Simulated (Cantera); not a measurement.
Input: 1 mol MgSO₄, 0.37 mol CO₂, 8.9 mol H₂, equilibrated at 1575 K and 0.00430 bar.

Equilibrium computed with Cantera from the NASA thermochemical tables; the gas is ideal and each condensed phase is pure. Candidate condensed phases: C, C₆H₆, C₇H₈, C₈H₁₈, H₂O, H₂SO₄, Mg, MgCO₃, MgO, Mg(OH)₂, MgS, MgSO₄, S; 130 gas species. The numbers say what is thermodynamically allowed, not how fast it happens.

Base state: H₂ 0.565, H₂O 0.332, S₂ 0.0379, CO 0.0317, H₂S 0.0185, CO₂ 0.00641, SO₂ 0.00374, SH 0.00314 (mole fractions); condensed: MgO(s).

What changes in the equilibrium state with this change: temperature from 1575 K to 1975 K?


```tsv
species	before	after
H₂	0.565	0.583
H₂O	0.332	0.282
CO	0.0317	0.0331
SO	0.00144	0.0178
H	0.000476	0.0159
H₂S	0.0185	0.00367
SO₂	0.00374	0.0174
S₂	0.0379	0.0230
Mg	2.52e-6	0.00509
O	7.20e-9	1.48e-5
MgS	1.11e-7	7.75e-5
MgOH	1.26e-7	8.29e-5
OH	1.02e-5	0.000734
MgO(s), mol	1.000	0.947
```

What changes in the equilibrium state with this change: pressure from 0.00430 bar to 1.60 bar?


```json
[
 {"species": "H₂", "before": "0.565", "after": "0.503"},
 {"species": "H₂O", "before": "0.332", "after": "0.354"},
 {"species": "H₂S", "before": "0.0185", "after": "0.0988"},
 {"species": "S₂", "before": "0.0379", "after": "0.00366"},
 {"species": "CO", "before": "0.0317", "after": "0.0318"},
 {"species": "S", "before": "0.000277", "after": "4.46e-6"},
 {"species": "SO", "before": "0.00144", "after": "2.78e-5"},
 {"species": "SO₂", "before": "0.00374", "after": "8.66e-5"},
 {"species": "MgO(s), mol", "before": "1.000", "after": "1.000"}
]
```
